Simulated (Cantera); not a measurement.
A perfectly stirred reactor is fed with NO : N2 = 1 : 0.2 (molar parts), at 1.09 atm; it is held at 2125 K, and followed from long to short residence time.

Computed with Cantera and GRI-Mech 3.0 (53 species, 325 reactions).

### Question
What does this change do: temperature 2125 to 2075 K?

### Answer
```json
[
 {"quantity": "x(NO) at τ = 0.860 s", "before": "0.160", "after": "0.218"},
 {"quantity": "x(N2) at τ = 0.860 s", "before": "0.503", "after": "0.474"},
 {"quantity": "x(NO2) at τ = 0.860 s", "before": "0.000301", "after": "0.000423"},
 {"quantity": "x(O2) at τ = 0.860 s", "before": "0.336", "after": "0.307"},
 {"quantity": "x(O) at τ = 0.860 s", "before": "0.000924", "after": "0.000625"},
 {"quantity": "x(NO) at τ = 5.00 ms", "before": "0.808", "after": "0.816"},
 {"quantity": "x(N2) at τ = 5.00 ms", "before": "0.179", "after": "0.175"},
 {"quantity": "x(NO2) at τ = 5.00 ms", "before": "0.000420", "after": "0.000413"},
 {"quantity": "x(O2) at τ = 5.00 ms", "before": "0.0123", "after": "0.00828"},
 {"quantity": "x(O) at τ = 5.00 ms", "before": "0.000281", "after": "0.000181"}
]
```

### Question
What does this change do: 0.011 parts H2O added?

### Answer
| quantity | before | after |
|---|---|---|
| x(NO) at τ = 0.860 s | 0.160 | 0.158 |
| x(N2) at τ = 0.860 s | 0.503 | 0.499 |
| x(NO2) at τ = 0.860 s | 0.000301 | 0.000295 |
| x(O2) at τ = 0.860 s | 0.336 | 0.333 |
| x(O) at τ = 0.860 s | 0.000924 | 0.000918 |
| x(NO) at τ = 5.00 ms | 0.808 | 0.800 |
| x(N2) at τ = 5.00 ms | 0.179 | 0.178 |
| x(NO2) at τ = 5.00 ms | 0.000420 | 0.000322 |
| x(O2) at τ = 5.00 ms | 0.0123 | 0.0122 |
| x(O) at τ = 5.00 ms | 0.000281 | 0.000218 |

### Question
What does this change do: NO 1 to 2.8 parts?

### Answer
```
quantity                 before     after
---------------------  --------  --------
x(NO) at τ = 0.860 s      0.160     0.172
x(N2) at τ = 0.860 s      0.503     0.447
x(NO2) at τ = 0.860 s  0.000301  0.000344
x(O2) at τ = 0.860 s      0.336     0.380
x(O) at τ = 0.860 s    0.000924  0.000982
x(NO) at τ = 5.00 ms      0.808     0.902
x(N2) at τ = 5.00 ms      0.179    0.0821
x(NO2) at τ = 5.00 ms  0.000420  0.000506
x(O2) at τ = 5.00 ms     0.0123    0.0152
x(O) at τ = 5.00 ms    0.000281  0.000304
```
